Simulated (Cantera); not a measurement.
A perfectly stirred reactor is fed with H2 : O2 : N2 : H2O = 1 : 0.455 : 4.55 : 1.1 (molar parts), at 5.00 bar; it is adiabatic with a 800 K inlet, and is followed from long to short residence time, starting on the burning branch (τ in s: 0.44, 0.19, 0.085, 0.037, 0.016, 0.0071, 0.0031, 0.0014, 0.00059, 0.00026, 0.00011, 4.9e-05, 2.2e-05).

Cantera simulation using the H2/O2 subset of GRI-Mech 3.0, which has no nitrogen chemistry; the numbers are that mechanism's predictions, not measurements. The hydrogen kinetics of GRI-Mech 3.0 are dated; newer H2 mechanisms differ, most at raised pressure.

x: mole fraction; the columns are a selection and need not sum to one.

```tsv
τ (s)	T (K)	x H2	x O2	x H2O	x H	x O	x OH
0.44	1711	0.0136	4.39e-5	0.302	7.77e-5	4.47e-7	9.16e-5
0.19	1710	0.0137	7.21e-5	0.302	0.000114	9.60e-7	0.000134
0.085	1709	0.0138	0.000117	0.302	0.000164	1.96e-6	0.000190
0.037	1707	0.0139	0.000196	0.301	0.000237	4.04e-6	0.000270
0.016	1704	0.0142	?	0.301	?	?	?
0.0071	1699	0.0146	0.000541	0.300	0.000491	1.60e-5	0.000524
0.0031	1692	0.0153	0.000889	0.299	0.000712	3.11e-5	0.000714
0.0014	1681	0.0163	0.00141	0.298	0.00103	5.75e-5	0.000944
0.00059	1664	0.0180	0.00227	0.295	0.00154	0.000109	0.00124
0.00026	1641	0.0203	0.00348	0.292	0.00228	0.000192	0.00156
0.00011	1606	?	?	0.287	?	?	?
4.9e-5	1558	0.0288	0.00810	0.280	0.00478	0.000509	0.00203
2.2e-5	1486	0.0377	0.0129	0.269	0.00601	0.000681	0.00188
```

### Question
What belongs in the gaps?

### Answer

- 0.016, x O2: 0.000329
- 0.016, x H: 0.000343
- 0.016, x O: 8.21e-6
- 0.016, x OH: 0.000381
- 0.00011, x H2: 0.0238
- 0.00011, x O2: 0.00537
- 0.00011, x H: 0.00340
- 0.00011, x O: 0.000330
- 0.00011, x OH: 0.00186
